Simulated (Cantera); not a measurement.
Feed: 1 mol CF₄, held at 3275 K and 3.50e-5 bar.

These are equilibrium values from Cantera (NASA tables, ideal gas, pure condensed phases), not measurements of a reactor. Candidate condensed phases: C; 13 gas species. Rates play no part.

Base state: F 0.802, C 0.194, C₂ 0.00208, CF 0.00191, C₃ 0.000237 (mole fractions); condensed: gas only.

**Question.** What changes in the equilibrium state with this change: temperature from 3275 K to 2900 K?

**Answer.** 
| species | before | after |
|---|---|---|
| F | 0.802 | 0.843 |
| C | 0.194 | 0.107 |
| C₃ | 0.000237 | 0.0229 |
| CF | 0.00191 | 0.0156 |
| C₂ | 0.00208 | 0.0115 |
| C₅ | 1.39e-9 | 1.20e-5 |
| C₄ | 2.02e-8 | 1.14e-5 |
| CF₂ | 4.79e-7 | 4.95e-5 |
